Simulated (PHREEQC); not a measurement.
A made-up water analysis in mg/L, 15 °C, pH 3.47, pe 10.7:

```
constituent   mg/L
-----------  -----
Na            49.2
K              837
Ca             907
Mg            32.8
Cl             676
S(6) as SO4   2630
Si as SiO2    4.13
Cu(2)         4.52
Zn            89.1
Mn(2)          9.1
Fe(3)        0.629
Pb            1.49
```

Valence states are taken as typed.

All values are PHREEQC results (ion-association model, phreeqc.dat), not measurements.

Question: The ionic strength comes out as 0.0930 mol/kgw. What activity coefficients do FeOH+2, NaSO4-, Cl-, Cu+2, H+ get?

Answer: FeOH+2 0.39, NaSO4- 0.80, Cl- 0.77, Cu+2 0.41, H+ 0.83.

No solid was allowed to form. Saturation is exceeded, for instance for Jarosite-K, Gypsum; the values hold only as long as no solid forms.
